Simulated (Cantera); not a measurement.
Input: 1 mol SiCl₄, 0.0097 mol C₃H₈, 660 mol H₂, at 0.00120 bar.

Method: chemical equilibrium by Gibbs-energy minimisation in Cantera with the NASA 1993 tables (ideal gas, pure condensed phases). Candidate condensed phases: C, C₆H₆, C₇H₈, C₈H₁₈, Si, SiC; 109 gas species. Mutual solubility and eutectic melting of coexisting phases are not modelled. Kinetics and transport are ignored. All values below are at 1648 K.

Base state: H₂ 0.991, HCl 0.00577, H 0.00256, Si 0.000215, SiCl₂ 0.000119, SiH 1.36e-5, Cl 1.17e-5 (mole fractions); condensed: Si(s) + SiC(s).

What changes in the equilibrium state with this change: H₂ from 660 to 11 mol?


```
species        before     after
-----------  --------  --------
H₂              0.991     0.766
HCl           0.00577     0.157
SiCl₂        0.000119    0.0735
SiCl₃         2.52e-8  0.000481
Cl            1.17e-5  0.000362
SiCl          9.98e-6  0.000198
SiH           1.36e-5   7.67e-6
Si(s), mol      0.726         0
SiC(s), mol    0.0285    0.0291
```
The tables' values for SiCl₃, SiCl are old estimates; treat these amounts as uncertain.

What changes in the equilibrium state with this change: SiCl₄ replaced by SiHCl₃?


```json
[
 {"species": "H₂", "before": "0.991", "after": "0.993"},
 {"species": "HCl", "before": "0.00577", "after": "0.00437"},
 {"species": "H", "before": "0.00256", "after": "0.00256"},
 {"species": "SiCl₂", "before": "0.000119", "after": "6.84e-5"},
 {"species": "Si", "before": "0.000215", "after": "0.000215"},
 {"species": "Cl", "before": "1.17e-5", "after": "8.85e-6"},
 {"species": "SiH", "before": "1.36e-5", "after": "1.36e-5"},
 {"species": "Si(s), mol", "before": "0.726", "after": "0.762"},
 {"species": "SiC(s), mol", "before": "0.0285", "after": "0.0285"}
]
```
